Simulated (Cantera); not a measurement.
An isothermal, constant-pressure homogeneous reactor starts with 55.2 % CH₄, 44.8 % H₂O, at 1525 K and 3750 Torr.

Detailed kinetics in Cantera: GRI-Mech 3.0 (53 species, 325 reactions).

**Question.** Predict: x(CH₄) at 200 s; x(H₂O) at 200 s; x(CH₂CO) at 200 s; x(CH₂O) at 200 s; x(CH₃) at 200 s; x(CO) at 200 s.

**Answer.** 
- x(CH₄) at 200 s: 0.0713 (gas-phase equilibrium 0.0528)
- x(H₂O) at 200 s: 0.0172 (gas-phase equilibrium 0.000128)
- x(CH₂CO) at 200 s: 5.47e-7 (gas-phase equilibrium 4.01e-7)
- x(CH₂O) at 200 s: 3.40e-7 (gas-phase equilibrium 3.65e-7)
- x(CH₃) at 200 s: 1.86e-5 (gas-phase equilibrium 1.35e-5)
- x(CO) at 200 s: 0.223 (gas-phase equilibrium 0.236)
